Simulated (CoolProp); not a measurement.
Properties of octamethylcyclotetrasiloxane (D4) along the isotherm 346.85 °C (Tc = 313.4 °C, pc = 1.347 MPa, ω = 0.598).

Model: reference Helmholtz-energy equation of state, Thol 2015, in CoolProp.

```csv
p (MPa),phase,density (kg/m³),isothermal compressibility (1/MPa)
0.0107,gas,0.6171,93.67
0.0161,gas,0.9295,62.32
0.0242,gas,1.400,41.54
0.0366,gas,2.122,27.54
0.0552,gas,3.214,18.33
0.0832,gas,4.874,12.24
0.126,gas,?,?
0.189,gas,11.34,5.522
0.286,gas,?,?
0.431,gas,27.44,2.583
0.65,gas,44.00,1.838
0.981,gas,74.20,?
1.48,supercritical,142.0,1.288
2.23,supercritical,357.2,?
3.37,supercritical,483.4,0.1119
```

Question: Fill in the missing entries.

Answer: 
- 0.126, density (kg/m³): 7.451
- 0.126, isothermal compressibility (1/MPa): 8.160
- 0.286, density (kg/m³): 17.56
- 0.286, isothermal compressibility (1/MPa): 3.739
- 0.981, isothermal compressibility (1/MPa): 1.396
- 2.23, isothermal compressibility (1/MPa): 0.6899
